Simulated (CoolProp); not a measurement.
Octamethyltrisiloxane (MDM) along the isobar 8.45 bar: density (kg/m³) from the reference equation and from simpler models built on Tc = 565.4 K, pc = 14.38 bar, ω = 0.528; each cubic takes its own stable root.

The numbers come from the reference Helmholtz-energy equation of state, Thol 2017 in CoolProp.

```
T (K)   phase  reference
-----  ------  ---------
315    liquid      799.6
320.8  liquid      793.7
326.7  liquid      787.7
332.5  liquid      781.8
338.4  liquid      775.7
344.2  liquid      769.7
350.1  liquid      763.5
355.9  liquid      757.4
361.8  liquid      751.1
367.6  liquid      744.9
373.4  liquid      738.6
379.3  liquid      732.2
385.1  liquid      725.8
391    liquid      719.2
```

How far does each simpler model (van der Waals, Redlich-Kwong, Soave-Redlich-Kwong) lie from the reference over these 14 states: mean and median of the absolute difference, and the worst?


- van der Waals: mean 41.6 %, median 41.6 %, worst -42.1 % at 315 K and 8.45 bar
- Redlich-Kwong: mean 14.8 %, median 14.8 %, worst -15.1 % at 391 K and 8.45 bar
- Soave-Redlich-Kwong: mean 9.1 %, median 9.1 %, worst -10.0 % at 315 K and 8.45 bar
